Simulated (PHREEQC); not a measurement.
Solution (25 °C): 0.0021 mol FeCl3 and 0.077 mol NaH2PO4 per kg of water. Closed to the air; pH follows from the charge balance.

Model: ion-association model, wateq4f.dat, run in PHREEQC.

No solid was allowed to form.

Question: Estimate the pH, ionic strength.

Answer: pH 4.38; ionic strength 0.0834 mol/kgw.

Question: In which forms is P present?

Answer: H2PO4- 97 %, FeH2PO4+2 2.6 % of the P.

Saturation is exceeded, for instance for Strengite, Fe(OH)3(a); the values hold only as long as no solid forms. Complexes and solids missing from the database can't appear. H3PO4, which wateq4f.dat lacks, is added to it with the constant of phreeqc.dat.
